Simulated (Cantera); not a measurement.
Input: 1 mol SiHCl3, 0.29 mol N2, 4.2 mol NH3, held at 0.270 bar.

Method: chemical equilibrium by Gibbs-energy minimisation in Cantera with the NASA 1993 tables (ideal gas, pure condensed phases). The tables' values for SiCl3 are old estimates; treat these amounts as uncertain. Rates play no part. All values below are at 1498 K.

| species | before | after |
|---|---|---|
| H2 | 0.542 | 0.542 |
| HCl | 0.270 | 0.268 |
| N2 | 0.178 | 0.179 |
| SiCl2 | 0.00417 | 0.00653 |
| H | 2.43e-5 | 3.46e-5 |
| Cl | 9.79e-6 | 1.38e-5 |
| SiCl4 | 0.00308 | 0.00234 |
| SiHCl3 | 0.000635 | 0.000487 |
| SiH2Cl2 | 2.08e-5 | 1.61e-5 |
| SiCl3 | 0.00200 | 0.00219 |
| Si3N4(s), mol | 0.300 | 0.295 |
Gas species are given as mole fractions.

### Question
Which change was made?
(A) N2 from 0.29 to 30 mol
(B) pressure from 0.270 bar to 0.133 bar
(C) SiHCl3 replaced by SiH2Cl2
(D) N2 from 0.29 to 16 mol

### Answer
B, pressure from 0.270 bar to 0.133 bar
